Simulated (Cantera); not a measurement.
Charge: 1 mol BN, 13 mol O2, 47 mol N2, 10 mol HF, held at 0.133 bar.

Equilibrium computed with Cantera from the NASA thermochemical tables; the gas is ideal and each condensed phase is pure. Candidate condensed phases: B, BN, B2O3, B3O3H3, H2O; 62 gas species. Gases not in the tables: H3BO3. The numbers say what is thermodynamically allowed, not how fast it happens. All values below are at 1573 K.

Base state: N2 0.679, O2 0.175, HF 0.119, H2O 0.0120, BOF 0.00877, BF3 0.00521, NO 0.00146, HBO2 0.000313 (mole fractions); condensed: gas only.

Task: What changes in the equilibrium state with this change: O2 from 13 to 0.64 mol?

Result: 
| species | before | after |
|---|---|---|
| N2 | 0.679 | 0.825 |
| HF | 0.119 | 0.141 |
| H2O | 0.0120 | 0.0123 |
| O2 | 0.175 | 1.79e-9 |
| BOF | 0.00877 | 0.00937 |
| H2 | 3.78e-7 | 0.00382 |
| O | 1.20e-5 | 1.21e-9 |
